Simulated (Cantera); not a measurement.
Charge: 1 mol SiHCl₃, 0.11 mol HCl, 20 mol H₂, 0.012 mol C₂H₄, held at 75.0 Torr.

Cantera equilibrium calculation (NASA polynomials, part measured and part estimated; ideal gas, pure solids and liquids). Candidate condensed phases: C, C₆H₆, C₇H₈, C₈H₁₈, Si, SiC; 109 gas species. Mutual solubility and eutectic melting of coexisting phases are not modelled. The tables' values for SiCl₃, SiCl are old estimates; treat these amounts as uncertain. Gases not in the tables: Si₂H₆ and higher silanes. Rates play no part.

x: gas mole fraction; n: condensed amount in mol.

| T (K) | x H₂ | x HCl | x SiCl₂ | x H | x SiCl₃ | x Si | x SiCl | n Si(s) | n SiC(s) | n Si(l) |
|---|---|---|---|---|---|---|---|---|---|---|
| 1550 | 0.889 | 0.0832 | 0.0259 | 9.39e-5 | 0.00132 | 3.32e-7 | 4.48e-6 | 0.362 | 0.0240 | 0 |
| 1625 | 0.889 | 0.0829 | 0.0271 | 0.000210 | 0.000897 | 1.63e-6 | 1.24e-5 | 0.351 | 0.0240 | 0 |
| 1700 | 0.888 | 0.0829 | 0.0277 | 0.000439 | 0.000620 | 6.79e-6 | 3.06e-5 | 0 | 0.0240 | 0.346 |
| 1775 | 0.886 | 0.0857 | 0.0266 | ? | 0.000432 | ? | 6.36e-5 | 0 | 0.0240 | 0.374 |
| 1850 | 0.884 | 0.0882 | 0.0254 | 0.00160 | 0.000308 | 6.45e-5 | 0.000124 | 0 | 0.0239 | 0.399 |
| 1925 | 0.881 | 0.0904 | 0.0243 | ? | 0.000224 | ? | 0.000229 | 0 | 0.0239 | 0.420 |
| 2000 | 0.878 | 0.0923 | 0.0232 | 0.00482 | 0.000166 | 0.000435 | 0.000403 | 0 | 0.0236 | 0.433 |

Q: Complete the blanks.

A: 
- 1775, x H: 0.000862
- 1775, x Si: 2.20e-5
- 1925, x H: 0.00284
- 1925, x Si: 0.000174
